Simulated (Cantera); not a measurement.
# Hydrocarbon pyrolysis for carbon deposition

An isothermal, constant-pressure homogeneous reactor starts with 11.6 % C2H6, 88.4 % N2, at 1750 K and 0.464 atm.

Model: GRI-Mech 3.0 (53 species, 325 reactions), integrated in Cantera. GRI-Mech 3.0 stops at C3 and has no aromatics, soot or wall deposition, so with more carbon than oxygen in the feed, carbon stays in small species such as C2H2 where larger ones or solid carbon would form.

| t (s) | x C2H6 | x H | x C2H2 | x HCN | x CH4 | x C2H | x CH2 |
|---|---|---|---|---|---|---|---|
| 2.00e-5 | 0.0548 | 0.000574 | 0.00289 | 9.40e-7 | 0.0142 | 3.30e-7 | 4.17e-5 |
| 0.000103 | 0.00191 | 0.000466 | 0.0417 | 2.34e-6 | 0.0379 | 1.34e-6 | 9.46e-6 |
| 0.000532 | 5.43e-5 | 0.000119 | 0.0694 | 2.46e-6 | 0.0367 | 4.44e-7 | 5.62e-7 |
| 0.00274 | 2.58e-5 | 0.000101 | 0.0797 | 2.47e-6 | 0.0335 | 3.93e-7 | 3.19e-7 |
| 0.0141 | 1.32e-5 | 0.000113 | 0.0842 | 2.64e-6 | 0.0236 | 4.26e-7 | 2.44e-7 |
| 0.0729 | 1.99e-6 | 0.000134 | 0.0904 | 3.16e-6 | 0.00880 | 4.83e-7 | 1.07e-7 |
| 0.376 | 1.29e-7 | 0.000146 | 0.0932 | 4.03e-6 | 0.00207 | 5.15e-7 | 2.77e-8 |
| 1.94 | 4.12e-8 | 0.000148 | 0.0937 | 5.49e-6 | 0.000993 | 5.20e-7 | 1.35e-8 |
| 10.0 | 4.07e-8 | 0.000148 | 0.0937 | 1.28e-5 | 0.000984 | 5.20e-7 | 1.34e-8 |
x: mole fraction; the columns are a selection and need not sum to one.

Equilibrium at this temperature and pressure: C2H6 1.89e-8, H 0.000148, C2H2 0.0433, HCN 0.101, CH4 0.000672, C2H 2.40e-7, CH2 9.12e-9 (gas phase only).
